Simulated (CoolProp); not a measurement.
The numbers come from the reference Helmholtz-energy equation of state, Akasaka 2023 in CoolProp.

**Question.** For R1224YDZ, give the phase and the speed of sound (m/s), isothermal compressibility (1/MPa) at 300.8 K and 78.1 bar; 228.5 K and 0.342 bar; 378.7 K and 6.16 bar.

**Answer.** 
- 300.8 K and 78.1 bar: liquid; speed of sound 663, isothermal compressibility 0.00228
- 228.5 K and 0.342 bar: liquid; speed of sound 893, isothermal compressibility 0.00117
- 378.7 K and 6.16 bar: gas; speed of sound 136, isothermal compressibility 1.84
